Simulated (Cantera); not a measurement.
A perfectly stirred reactor is fed with CH₄ : O₂ : N₂ : H₂O : H₂ = 1 : 2.3 : 25.3 : 2.7 : 0.048 (molar parts), equivalence ratio 0.88, at 9.87 atm; it is adiabatic with a 775 K inlet, and is followed from long to short residence time, starting on the burning branch (τ in s: 0.056, 0.024, 0.01, 0.0045, 0.002, 0.00085, 0.00037, 0.00016, 6.8e-05, 2.9e-05).

Computed with Cantera and GRI-Mech 3.0 (53 species, 325 reactions).

x: mole fraction; the columns are a selection and need not sum to one.

```tsv
τ (s)	T (K)	x CH₄	x O₂	x H₂O	x NO	x CH₃	x CO
0.056	1499	5.51e-5	0.00921	0.151	3.96e-7	5.25e-6	…
0.024	1492	0.000127	0.00975	0.151	3.68e-7	1.05e-5	…
0.010	1470	0.000368	0.0114	0.150	2.38e-7	2.08e-5	…
0.0045	775	0.0319	0.0734	0.0861	<1e-12	5.58e-12	<1e-12
0.0020	775	0.0319	0.0734	0.0861	<1e-12	3.89e-12	<1e-12
0.00085	775	0.0319	0.0734	0.0861	<1e-12	2.27e-12	<1e-12
0.00037	775	0.0319	0.0734	0.0861	<1e-12	1.17e-12	<1e-12
0.00016	775	0.0319	0.0734	0.0861	<1e-12	<1e-12	<1e-12
6.8e-5	775	0.0319	0.0734	0.0861	<1e-12	<1e-12	<1e-12
2.9e-5	775	0.0319	0.0734	0.0861	<1e-12	<1e-12	<1e-12
```

**Question.** Some entries are withheld; supply them.

**Answer.** 
- 0.056, x CO: 0.000418
- 0.024, x CO: 0.000969
- 0.010, x CO: 0.00265
